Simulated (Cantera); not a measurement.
A perfectly stirred reactor is fed with H₂ : O₂ : N₂ : H₂O = 1.1 : 1 : 6.5 : 0.094 (molar parts), equivalence ratio 0.55, at 0.550 bar; it is held at 1400 K, and followed from long to short residence time.

Computed with Cantera and the H2/O2 subset of GRI-Mech 3.0, which has no nitrogen chemistry. The temperature is held fixed by assumption; the heat of reaction is taken as removed at once.

One state of this run: x H₂ = 0.000639; x O₂ = 0.0552; x H₂O = 0.145; x HO₂ = 7.97e-6; x H₂O₂ = 5.71e-7; x OH = 0.000955; x H = 0.000142. x: mole fraction; the columns are a selection and need not sum to one.

Q: Which value of τ (s) does it belong to?
A) 1.0
B) 0.52
C) 0.037
D) 0.0027

A: C, 0.037
